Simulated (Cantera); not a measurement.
Diamond growth

A diamond (100) surface in a fixed gas of H2 with x(CH4) = 0.015, x(H) = 0.00054, x(CH3) = 0.00068, at 1400 K; coverages are run to steady state.

Cantera simulation using the Harris–Goodwin 1993 mechanism for the reconstructed diamond (100) surface; the numbers are that mechanism's predictions, not measurements.

```
P (Pa)  growth (µm/h)  θ c6HH  θ c6H*  θ c6*H  θ c6**    θ c6HM
------  -------------  ------  ------  ------  ------  --------
1000           0.0420   0.459  0.0511   0.467  0.0216   2.82e-5
1400           0.0795   0.460  0.0510   0.466  0.0215   3.98e-5
2100            0.169   0.461  0.0509   0.466  0.0213   6.02e-5
3000            0.325   0.461  0.0508   0.465  0.0211   8.71e-5
4300            0.613   0.461  0.0508   0.465  0.0210  0.000127
6100             1.11   0.461  0.0507   0.464  0.0208  0.000183
8800             2.02   0.461  0.0507   0.464  0.0206  0.000268
13000            3.69   0.461  0.0506   0.463  0.0203  0.000404
```
θ: site fractions in the mechanism's names (c6HH fully hydrogenated, c6H* and c6*H radical sites, c6** diradical, c6HM methylated).
